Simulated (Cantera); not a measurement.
**Catalytic stagnation flow on Pt**

A jet of H2 : O2 : N2 = 0.037 : 0.15 : 0.79 (molar parts), equivalence ratio 0.12 at 300 K and 5100 Pa hits a platinum plate 9.4 cm away at a mass flux of 0.061 kg/m²/s; the plate temperature is set and raised in steps from an oxygen-covered start.

Detailed kinetics in Cantera: Deutschmann's 1995 Pt surface mechanism with GRI-Mech 3.0 gas chemistry. Catalytic surfaces can have several steady states; this one follows from the mechanism file's or the stated starting coverage.

```
plate T (K)  wall x H2  wall x O2  wall x H2O  wall x OH  θ free Pt   θ O*    θ OH*
-----------  ---------  ---------  ----------  ---------  ---------  -----  -------
700            0.00414      0.117      0.0654      <1e-8     0.0697  0.927  0.00290
750            0.00356      0.117      0.0662      <1e-8     0.0855  0.912  0.00233
800            0.00271      0.116      0.0675      <1e-8      0.119  0.879  0.00205
850            0.00201      0.115      0.0685    2.15e-8      0.169  0.829  0.00185
900            0.00155      0.115      0.0691    6.78e-8      0.230  0.769  0.00166
950            0.00125      0.115      0.0694    1.88e-7      0.295  0.703  0.00147
1000           0.00105      0.115      0.0692    4.68e-7      0.364  0.635  0.00129
```
x: mole fraction at the wall; θ: surface coverage.
